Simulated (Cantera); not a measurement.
Input (Python, Cantera):

```python
import numpy as np
import cantera as ct

gas = ct.Solution("gri30.yaml")
gas.TPX = 1225, 14000, {'CO': 0.001, 'O2': 0.064, 'H2O': 0.00023, 'N2': 1}
reactor = ct.IdealGasConstPressureReactor(gas, energy="off", clone=False)
net = ct.ReactorNet([reactor])
net.rtol, net.atol = 1e-08, 1e-18
show = ['CO', 'O2', 'H2O', 'H2', 'N2O', 'NO', 'OH']
times = np.geomspace(0.001, 4, 15)

steps = ct.SolutionArray(gas, extra=["t"])
rows = []
print(f"{'t/s':>10s}{'T/K':>9s}{'P/Pa':>11s}" + "".join(f"{s:>11s}" for s in show))
for t in times:
    while net.time < t:
        t_next = net.step()
        steps.append(gas.state, t=t_next)
    rows.append([np.interp(t, steps.t, y) for y in (steps.T, steps.P, *steps(*show).X.T)])
    print(f"{t:10.3e}{rows[-1][0]:9.1f}{rows[-1][1]:11.4g}" + "".join(f"{x:11.3e}" for x in rows[-1][2:]))
rate = np.gradient(steps.T, steps.t)
print("integrator steps:", len(steps.t))
if steps.T.max() > steps.T[0] + 200:
    print(f"time of steepest temperature rise: {steps.t[rate.argmax()]:.4e} s")
gas.TPX = 1225, 14000, {'CO': 0.001, 'O2': 0.064, 'H2O': 0.00023, 'N2': 1}
gas.equilibrate("TP")
print(f"equilibrium (TP): T = {gas.T:.1f} K  " + "  ".join(f"{s} {gas[s].X[0]:.3e}" for s in show))
```

Output:

```
       t/s      T/K       P/Pa         CO         O2        H2O         H2        N2O         NO         OH
 1.000e-03   1225.0    1.4e+04  9.388e-04  6.008e-02  2.159e-04  2.201e-16  5.226e-15  2.654e-18  4.670e-12
 1.808e-03   1225.0    1.4e+04  9.388e-04  6.008e-02  2.159e-04  1.133e-15  1.347e-14  8.711e-18  1.324e-11
 3.270e-03   1225.0    1.4e+04  9.388e-04  6.008e-02  2.159e-04  6.152e-15  3.760e-14  2.864e-17  3.962e-11
 5.914e-03   1225.0    1.4e+04  9.388e-04  6.008e-02  2.159e-04  3.426e-14  1.115e-13  9.410e-17  1.226e-10
 1.069e-02   1225.0    1.4e+04  9.388e-04  6.008e-02  2.159e-04  1.951e-13  3.483e-13  3.130e-16  3.903e-10
 1.934e-02   1225.0    1.4e+04  9.388e-04  6.008e-02  2.159e-04  1.158e-12  1.175e-12  1.097e-15  1.316e-09
 3.497e-02   1225.0    1.4e+04  9.387e-04  6.008e-02  2.159e-04  7.629e-12  4.735e-12  4.526e-15  5.224e-09
 6.325e-02   1225.0    1.4e+04  9.385e-04  6.008e-02  2.159e-04  7.013e-11  3.068e-11  2.995e-14  3.330e-08
 1.144e-01   1225.0    1.4e+04  9.344e-04  6.008e-02  2.156e-04  1.965e-09  6.223e-10  7.364e-13  6.642e-07
 2.068e-01   1225.0    1.4e+04  7.375e-04  5.991e-02  2.074e-04  2.816e-07  4.359e-08  8.317e-10  1.424e-05
 3.740e-01   1225.0    1.4e+04  2.287e-04  5.966e-02  2.059e-04  3.782e-07  2.154e-07  3.193e-08  1.663e-05
 6.764e-01   1225.0    1.4e+04  5.205e-05  5.964e-02  2.110e-04  1.119e-07  2.786e-07  7.535e-08  9.254e-06
 1.223e+00   1225.0    1.4e+04  1.270e-05  5.964e-02  2.135e-04  2.875e-08  2.925e-07  9.915e-08  4.852e-06
 2.212e+00   1225.0    1.4e+04  3.275e-06  5.964e-02  2.147e-04  7.904e-09  2.857e-07  1.110e-07  2.636e-06
 4.000e+00   1225.0    1.4e+04  8.428e-07  5.964e-02  2.153e-04  2.405e-09  2.609e-07  1.171e-07  1.499e-06
integrator steps: 1082
equilibrium (TP): T = 1225.0 K  CO 3.214e-10  O2 5.957e-02  H2O 2.159e-04  H2 5.033e-11  N2O 3.886e-09  NO 1.378e-04  OH 2.322e-07
```

Model: GRI-Mech 3.0 (53 species, 325 reactions), integrated in Cantera.
